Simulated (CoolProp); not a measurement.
Vapour-liquid equilibrium of propylene (1) + R114 (2) at 311.9 K; x and y are mole fractions of (1).

Values from CoolProp's multi-fluid Helmholtz-energy mixture model, Lemmon 2013 and Platzer 1990; pair parameters Bell 2016. This equation is an older, rougher fit; its heat capacities, sound speeds and derivatives of the liquid may be far off and weren't checked against measurements.

```csv
x,bubble pressure (MPa),y at the bubble point,dew pressure at overall composition x (MPa),liquid density (mol/L)
0.05,0.4037,0.212,0.3418,8.376
0.2,0.6330,0.544,?,8.744
0.35,0.8447,0.698,0.4760,?
0.5,?,0.789,0.5892,?
0.65,1.205,?,?,10.02
0.8,1.371,?,1.059,10.55
0.95,?,0.977,1.469,11.19
```

Complete the blanks.


- 0.2, dew pressure at overall composition x (MPa): 0.3982
- 0.35, liquid density (mol/L): 9.133
- 0.5, bubble pressure (MPa): 1.033
- 0.5, liquid density (mol/L): 9.553
- 0.65, y at the bubble point: 0.856
- 0.65, dew pressure at overall composition x (MPa): 0.7664
- 0.8, y at the bubble point: 0.915
- 0.95, bubble pressure (MPa): 1.543

No azeotrope shows between x = 0.05 and 0.95.

The pair parameters rest on a limited set of measurements; away from them the model extrapolates.
